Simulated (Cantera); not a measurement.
An isothermal, constant-pressure homogeneous reactor starts with H2 : O2 : N2 = 0.0065 : 1 : 0.52 (molar parts), equivalence ratio 0.0032, at 1373 K and 240 Pa. Integrator tolerance rtol = 1e-08.

Model: GRI-Mech 3.0 (53 species, 325 reactions), integrated in Cantera. Radical loss at walls, strong at low pressure, is not modelled.

Question: What does this change do: temperature 1373 to 900 K?

Answer: 
| quantity | before | after |
|---|---|---|
| x(H2) at 2.00 s | 1.04e-5 (gas-phase equilibrium 3.20e-8) | 9.19e-6 (gas-phase equilibrium <1e-12) |
| x(O2) at 2.00 s | 0.651 (gas-phase equilibrium 0.654) | 0.653 (gas-phase equilibrium 0.654) |
| x(OH) at 2.00 s | 0.000523 (gas-phase equilibrium 2.90e-5) | 6.80e-5 (gas-phase equilibrium 1.63e-8) |
| x(NO) at 2.00 s | 1.62e-8 (gas-phase equilibrium 0.000724) | 1.18e-9 (gas-phase equilibrium 1.08e-5) |
| x(HO2) at 2.00 s | 3.59e-8 (gas-phase equilibrium 7.72e-9) | 2.66e-7 (gas-phase equilibrium 1.69e-11) |
Below about 950 K walls govern HO2 and H2O2 in real vessels.

Question: What does this change do: pressure from 240 Pa to 1330 Pa?

Answer: 
```tsv
quantity	before	after
x(H2) at 2.00 s	1.04e-5 (gas-phase equilibrium 3.20e-8)	2.53e-6 (gas-phase equilibrium 1.36e-8)
x(O2) at 2.00 s	0.651 (gas-phase equilibrium 0.654)	0.654 (gas-phase equilibrium 0.654)
x(OH) at 2.00 s	0.000523 (gas-phase equilibrium 2.90e-5)	0.000257 (gas-phase equilibrium 1.89e-5)
x(NO) at 2.00 s	1.62e-8 (gas-phase equilibrium 0.000724)	1.05e-7 (gas-phase equilibrium 0.000724)
x(HO2) at 2.00 s	3.59e-8 (gas-phase equilibrium 7.72e-9)	8.73e-8 (gas-phase equilibrium 1.19e-8)
```
